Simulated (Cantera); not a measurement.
# Equilibrium for boron, boron nitride and boron oxide: BCl3 + H2O + H2 + O2

Input: 1 mol BCl3, 4.3 mol H2O, 0.12 mol H2, 2 mol O2, equilibrated at 923 K.

Method: chemical equilibrium by Gibbs-energy minimisation in Cantera with the NASA 1993 tables (ideal gas, pure condensed phases). Candidate condensed phases: B, B2O3, B3O3H3, H2O; 33 gas species. Gases not in the tables: H3BO3. The numbers say what is thermodynamically allowed, not how fast it happens.

From 10.0 Pa to 1.00 bar the condensed part is B2O3(l). The share of B in condensed phases is highest at 10.0 Pa (99.6 %) and lowest at 1.00 bar (73.6 %).

```
P (Pa)  x H2O  x HCl   x O2    x Cl2  x (HBO2)3      x Cl    x HBO2  n B2O3(l)
------  -----  -----  -----  -------  ---------  --------  --------  ---------
10      0.373  0.379  0.246  0.00117    9.60e-5  0.000382  0.000277      0.498
46      0.374  0.377  0.246  0.00247   0.000207  0.000259  0.000129      0.497
220     0.377  0.372  0.245  0.00522   0.000458  0.000172   5.93e-5      0.494
1000    0.383  0.363  0.243   0.0104   0.000998  0.000114   2.80e-5      0.488
4600    0.392  0.346  0.240   0.0197    0.00222   7.31e-5   1.32e-5      0.474
22000   0.406  0.319  0.234   0.0349    0.00512   4.45e-5   6.16e-6      0.441
100000  0.422  0.283  0.227   0.0555     0.0116   2.63e-5   2.94e-6      0.368
```
x: gas mole fraction; n: condensed amount in mol.
